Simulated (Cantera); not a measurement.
Ignition delay

Mixture: CH₄ : C₂H₆ : O₂ : N₂ : H₂O = 1 : 0.26 : 5.02 : 18.9 : 6.9 (molar parts), at 0.440 bar, adiabatic and at constant volume. Ignition delay is the time to a rise of 400 K.

Cantera simulation using GRI-Mech 3.0 (53 species, 325 reactions); the numbers are that mechanism's predictions, not measurements.

```
T0 (K)  delay (ms)
------  ----------
1125          12.3
1225          2.72
1325         0.981
1425         0.429
1525         0.208
1625         0.111
1725        0.0659
```

```json
{
  "apparent activation energy between 1525 and 1725 K": "130 kJ/mol"
}
```
